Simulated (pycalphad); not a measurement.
Computed with pycalphad from the COST 507 light-alloy database (1999), at 1 atm. The data set is of 1999 and partly superseded. Phase fractions are per mole of atoms. Kinetics are ignored, which matters at the lower temperatures.

Problem. Give the equilibrium state of Ti-87B (at.%) at 2077 °C.

Solution. 
```
T = 2350.00 K, P = 101325 Pa, N = 1 mol of atoms
G = -121258 J/mol, H = 44491 J/mol, S = 70.53 J/(mol K)  (SER reference)
chemical potentials (J/mol): Ti -450485, B -72063
phase             fraction      x(Ti)       x(B)
LIQUID              0.6508     0.0209     0.9791
B2M                 0.3492     0.3333     0.6667
```

Problem. Give the equilibrium state of Ti-87B (at.%) at 352 °C.

Solution. 
```
T = 625.00 K, P = 101325 Pa, N = 1 mol of atoms
G = -48989 J/mol, H = -35524 J/mol, S = 21.54 J/(mol K)  (SER reference)
chemical potentials (J/mol): Ti -338338, B -5753
phase             fraction      x(Ti)       x(B)
BETA_RHOMBO_B       0.6100       none     1.0000
B2M                 0.3900     0.3333     0.6667
```

Database names, with the compositions (at.%) that they take in these runs: B2M: B 67 Ti 33. BETA_RHOMBO_B is β-boron. An entry "none" or "no" means that the model of the phase leaves that element out.
